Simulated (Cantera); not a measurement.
Cantera run:

```python
import numpy as np
import cantera as ct

gas_names = """
    Fe FeO Fe(OH)2 H HO2 H2 H2O H2O2 H2S H2SO4 O OH O2 O3 S SH SO SO2 SO3 S2 S2O S8
""".split()
cond_names = """
    Fe(a) Fe(c) Fe(d) Fe(L) FeO(s) FeO(L) Fe(OH)2(s) Fe(OH)3(s) FeS(a) FeS(b) FeS(c) FeS(L) FeSO4(s)
    FeS2(s) Fe2O3(s) Fe2S3O12(s) Fe3O4(s) H2O(s) H2O(L) H2SO4(L) S(cr1) S(cr2) S(L)
""".split()


# ... load() reads the species with a 1 bar reference pressure and builds the phases ...
atoms = {
    'FeS': {'Fe': 1, 'S': 1},
    'H2': {'H': 2},
    'H2O': {'H': 2, 'O': 1},
}
top_T = {'FeSO4(s)': 950, 'FeS2(s)': 1010, 'Fe2O3(s)': 1830, 'Fe2S3O12(s)': 1100, 'Fe3O4(s)': 1870}  # K; cautious upper limits of use, not melting points


# ... equilibrate(T, P, feed) seeds the gas with the atoms and calls Mixture.equilibrate('TP', solver="vcs", rtol=1e-11, max_steps=5000) ...
results = []
feed = {'FeS': 1, 'H2': 200, 'H2O': 0.16}  # mol
P = 210  # Pa
for T in [698, 848, 998, 1148, 1298, 1448, 1598, 1748, 1898, 2048, 2198]:
    mix = equilibrate(T, P, feed)
    results.append((T, P, feed, dict(zip(mix.species_names, mix.species_moles))))

top = {s: max(r[3][s] / sum(r[3][g] for g in gas_names) for r in results) for s in gas_names}
cols = sorted((s for s in top if top[s] > 1e-06), key=lambda s: -top[s])[:7]
seen = [c for c in cond_names if any(r[3].get(c, 0) > 1e-12 for r in results)]
print("log10 of partial pressures in bar; condensed amounts in mol")
print(f"{'T/K':>10s}" + "".join(f"{s[:9]:>10s}" for s in cols + seen))
for T, P, feed, n in results:
    ng = sum(n[g] for g in gas_names)
    print(f"{T:10.4g}" + "".join(f"{np.log10(max(n[s] / ng * P / 1e5, 1e-99)):10.3f}" for s in cols)
          + "".join(f"{n.get(c, 0):10.4g}" for c in seen))
```

It prints:

```
log10 of partial pressures in bar; condensed amounts in mol
       T/K        H2         H        Fe       H2S         S        SH        S2     Fe(a)     Fe(c)    FeS(c)
       698    -2.678   -14.984   -23.130    -7.125   -21.623   -14.710   -17.189  0.007154         0    0.9928
       848    -2.678   -12.060   -17.667    -6.249   -16.722   -11.667   -13.085   0.05376         0    0.9462
       998    -2.679   -10.007   -13.870    -5.644   -13.290    -9.541   -10.215    0.2165         0    0.7835
      1148    -2.679    -8.485   -11.098    -5.187   -10.738    -7.958    -8.067    0.6229         0    0.3771
      1298    -2.680    -7.310    -8.987    -5.000    -8.937    -6.904    -6.742         0    0.9999         0
      1448    -2.680    -6.376    -7.322    -5.072    -7.727    -6.289    -6.131         0    0.9955         0
      1598    -2.681    -5.614    -5.976    -5.224    -6.836    -5.882    -5.819         0    0.8991         0
      1748    -2.684    -4.983    -4.983    -5.436    -6.181    -5.631    -5.729         0         0         0
      1898    -2.690    -4.452    -4.986    -5.694    -5.706    -5.497    -5.805         0         0         0
      2048    -2.703    -4.002    -4.993    -6.014    -5.390    -5.478    -6.052         0         0         0
      2198    -2.735    -3.622    -5.008    -6.411    -5.219    -5.574    -6.468         0         0         0
```

Cantera equilibrium calculation (NASA polynomials, part measured and part estimated; ideal gas, pure solids and liquids). Mutual solubility and eutectic melting of coexisting phases are not modelled. FeS: taken at fixed stoichiometry. Gases not in the tables: S3 to S7.
